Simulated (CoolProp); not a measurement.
The fluid at 293.15 K and 12.6 MPa flows at 0.066 m/s in a round tube of 4.6 mm bore and 15 µm roughness, fully developed (64/Re and Nu = 3.66 if laminar; Colebrook and Gnielinski if turbulent). The same conditions are run with several fluids, on thermodynamics alone (safety and materials aside).

Computed with CoolProp (reference Helmholtz-energy equation of state of each fluid (methane: Setzmann 1991; normal hydrogen: Leachman 2009; CF4 (R14): Platzer 1990)). The equations of Platzer and Polt are older, rougher fits.

Rank methane, normal hydrogen, CF4 (R14) by Reynolds number, highest first.

CF4 (R14) (5180), methane (2060), normal hydrogen (327)

| fluid | Darcy friction factor | pressure drop (Pa/m) | heat-transfer coefficient (W/(m² K)) | mass flow (kg/h) |
|---|---|---|---|---|
| methane | 0.0311 | 1.49 | 38.8 | 0.401 |
| normal hydrogen | 0.196 | 0.896 | 154 | 0.0382 |
| CF4 (R14) | 0.0406 | 13.0 | 168 | 2.67 |

Transport values come from each fluid's own correlations; those of CF4 (R14) are estimates that may be off by 10 % or more.
